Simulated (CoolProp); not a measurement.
Saturated liquid density (kg/m³) of octamethyltrisiloxane (MDM): the reference equation beside estimates from Tc = 565.4 K, pc = 1.438 MPa, ω = 0.528. Rackett uses Z = 0.29056 − 0.08775 ω.

Model: reference Helmholtz-energy equation of state, Thol 2017, in CoolProp.

```
T (K)   reference     Rackett  Redlich-Kwong
-----  ----------  ----------  -------------
337.4       775.1       878.7          658.0
349.4       762.5       864.2          646.8
361.3  (withheld)       849.4     (withheld)
373.2       736.7  (withheld)          623.0
385.1       723.4       818.8          610.4
397.1       709.6       802.8          597.1
409         695.6       786.3          583.2
420.9       681.1       769.4          568.7
432.8       666.0       751.7          553.5
```

Complete the blanks.


- 361.3, reference: 749.7
- 361.3, Redlich-Kwong: 635.1
- 373.2, Rackett: 834.3

Absolute difference from the reference over all 9 rows, mean and median: Rackett 13.2 and 13.2 %, Redlich-Kwong 15.8 and 15.6 %.
